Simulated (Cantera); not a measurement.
What does this Cantera script print?

```python
import numpy as np
import cantera as ct

gas_names = """
    H HO2 H2 H2O H2O2 O OH O2 O3 Si SiH SiH2 SiH3 SiH4 SiO SiO2 Si2 Si3
""".split()
cond_names = """
    H2O(s) H2O(L) Si(cr) Si(L) SiO2(Lqz) SiO2(hqz) SiO2(L)
""".split()


# ... load() reads the species with a 1 bar reference pressure and builds the phases ...
atoms = {
    'Si2H6': {'Si': 2, 'H': 6},
    'O2': {'O': 2},
}
top_T = {}  # K; cautious upper limits of use, not melting points


# ... equilibrate(T, P, feed) seeds the gas with the atoms and calls Mixture.equilibrate('TP', solver="vcs", rtol=1e-11, max_steps=5000) ...
results = []
feed = {'Si2H6': 1, 'O2': 0.32}  # mol
P = 78  # Pa
for T in [1275, 1375, 1475, 1575, 1675, 1775, 1875, 1975, 2075]:
    mix = equilibrate(T, P, feed)
    results.append((T, P, feed, dict(zip(mix.species_names, mix.species_moles))))
    x = sorted(zip(gas.X, gas.species_names), reverse=True)
    print(f"T = {T:g} K  P = {P:g} Pa  gas = {mix.phase_moles(0):.4g} mol")
    print("   x: " + "  ".join(f"{s} {v:.3e}" for v, s in x if v > 1e-05))
    print("   condensed (mol): " + ("  ".join(f"{mix.phase(i).name} {mix.phase_moles(i):.4g}"
          for i in range(1, mix.n_phases) if mix.phase_moles(i) > 1e-12) or "none"))
```

Result:

```
T = 1275 K  P = 78 Pa  gas = 3.016 mol
   x: H2 9.947e-01  SiO 5.234e-03  H 2.632e-05
   condensed (mol): Si(cr) 1.672  SiO2(hqz) 0.3121
T = 1375 K  P = 78 Pa  gas = 3.175 mol
   x: H2 9.448e-01  SiO 5.509e-02  H 1.193e-04
   condensed (mol): Si(cr) 1.593  SiO2(hqz) 0.2325
T = 1475 K  P = 78 Pa  gas = 3.641 mol
   x: H2 8.238e-01  SiO 1.758e-01  H 4.215e-04
   condensed (mol): Si(cr) 1.36
T = 1575 K  P = 78 Pa  gas = 3.643 mol
   x: H2 8.229e-01  SiO 1.757e-01  H 1.350e-03  Si 7.360e-05
   condensed (mol): Si(cr) 1.36
T = 1675 K  P = 78 Pa  gas = 3.649 mol
   x: H2 8.203e-01  SiO 1.754e-01  H 3.765e-03  Si 5.564e-04  SiH 2.363e-05
   condensed (mol): Si(cr) 1.358
T = 1775 K  P = 78 Pa  gas = 3.668 mol
   x: H2 8.132e-01  SiO 1.745e-01  H 9.346e-03  Si 2.814e-03  SiH 8.698e-05  SiH2 2.036e-05  Si2 1.575e-05
   condensed (mol): Si(L) 1.349
T = 1875 K  P = 78 Pa  gas = 3.723 mol
   x: H2 7.951e-01  SiO 1.719e-01  H 2.093e-02  Si 1.161e-02  SiH 2.681e-04  Si2 8.717e-05  SiH2 3.951e-05  Si3 1.992e-05
   condensed (mol): Si(L) 1.315
T = 1975 K  P = 78 Pa  gas = 3.887 mol
   x: H2 7.502e-01  SiO 1.647e-01  H 4.243e-02  Si 4.144e-02  SiH 7.216e-04  Si2 4.041e-04  Si3 8.773e-05  SiH2 6.897e-05
   condensed (mol): Si(L) 1.192
T = 2075 K  P = 78 Pa  gas = 4.394 mol
   x: H2 6.435e-01  SiO 1.456e-01  Si 1.306e-01  H 7.651e-02  SiH 1.675e-03  Si2 1.611e-03  Si3 3.331e-04  SiH2 1.031e-04
   condensed (mol): Si(L) 0.7597
```

Equilibrium computed with Cantera from the NASA thermochemical tables; the gas is ideal and each condensed phase is pure. The feed counts by its element totals alone. Mutual solubility and eutectic melting of coexisting phases are not modelled. The tables hold silica as quartz up to 1696 K and as liquid above; real silica turns to tridymite and cristobalite and melts near 1996 K. Gases not in the tables: Si2H6 and higher silanes.
